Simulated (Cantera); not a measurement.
Charge: 1 mol C6H6, 0.021 mol CO2, 0.36 mol N2, held at 2973 K and 1 atm.

Equilibrium computed with Cantera from the NASA thermochemical tables; the gas is ideal and each condensed phase is pure. Candidate condensed phases: C, C6H6, C7H8, C8H18, H2O; 136 gas species. Kinetics and transport are ignored.

Question: What is the equilibrium state?

Answer: 
- x(H2): 0.699
- x(H): 0.121
- x(N2): 0.0733
- x(HCN): 0.0432
- x(C2H2 (acetylene)): 0.0402
- x(CO): 0.0116
- x(HNC): 0.00798
- x(C2H): 0.00115
- x(C4H2): 0.000964
- n(C(graphite)): 5.47 mol
- gas amount: 3.625 mol
